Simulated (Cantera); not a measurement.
# Equilibrium for fluorocarbon and chlorocarbon gases: CF4 + Si

Input: 1 mol CF4, 0.086 mol Si, at 1948 K and 10.0 Torr.

Equilibrium computed with Cantera from the NASA thermochemical tables; the gas is ideal and each condensed phase is pure. Candidate condensed phases: C, Si, SiC; 23 gas species. Gases not in the tables: C2F6 and larger saturated fluorocarbons. The numbers say what is thermodynamically allowed, not how fast it happens.

| Quantity | Result |
|---|---|
| x(CF4) | 0.839 |
| x(SiF4) | 0.0824 |
| x(CF2) | 0.0568 |
| x(F) | 0.0166 |
| x(CF3) | 0.00522 |
| x(CF) | 5.90e-5 |
| x(SiF3) | 4.35e-6 |
| x(C2F4) | 3.22e-6 |
| n(C(graphite)) | 0.0592 mol |
| gas amount | 1.044 mol |
| log10 activity of Si(l) (absent) | -19.50 |
